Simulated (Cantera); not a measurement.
**Pyrogenic steam for wet oxidation**

An isothermal, constant-pressure homogeneous reactor starts with 14.2 % H2, 20.9 % O2, 64.9 % N2, equivalence ratio 0.34, at 875 K and 90.0 Torr.

Cantera simulation using the H2/O2 subset of GRI-Mech 3.0, which has no nitrogen chemistry; the numbers are that mechanism's predictions, not measurements. Radical loss at walls, strong at low pressure, is not modelled. Below about 950 K walls govern HO2 and H2O2 in real vessels. The temperature is held fixed by assumption; the heat of reaction is taken as removed at once.

```
t (s)         x H2   x O2    x H2O2       x H      x OH     x HO2       x O
--------  --------  -----  --------  --------  --------  --------  --------
2.00e-5      0.142  0.209    <1e-12    <1e-12    <1e-12  1.07e-12    <1e-12
7.97e-5      0.142  0.209    <1e-12  4.11e-12    <1e-12  4.67e-12    <1e-12
0.000317     0.142  0.209    <1e-12  3.05e-11  1.44e-12  2.88e-11  5.79e-12
0.00126      0.142  0.209  1.45e-12   4.69e-9  2.29e-10   3.15e-9  9.41e-10
0.00503     0.0363  0.164   1.75e-6   0.00447  0.000753   3.59e-5  0.000994
0.0200     0.00639  0.151   4.35e-6   1.48e-5   1.83e-5   2.45e-5   2.64e-5
0.0798     0.00397  0.150   1.77e-5   7.98e-7   1.56e-6   1.76e-5   2.26e-6
0.318      0.00313  0.150   4.33e-5   1.97e-7   4.71e-7   1.31e-5   6.72e-7
1.27       0.00186  0.149   4.86e-5   8.12e-8   3.22e-7   9.56e-6   3.73e-7
5.04      0.000466  0.149   1.37e-5   1.35e-8   2.08e-7   4.01e-6   1.28e-7
20.1       3.83e-5  0.149   3.87e-7  3.47e-10   6.54e-8   5.74e-7   6.36e-9
80.0       4.69e-6  0.149   8.15e-9  8.24e-12   1.25e-8   8.01e-8  1.70e-10
```
x: mole fraction; the columns are a selection and need not sum to one.

Equilibrium at this temperature and pressure: H2 1.44e-12, O2 0.149, H2O2 9.29e-12, H <1e-12, OH 1.37e-8, HO2 5.33e-11, O 2.30e-12 (gas phase only).
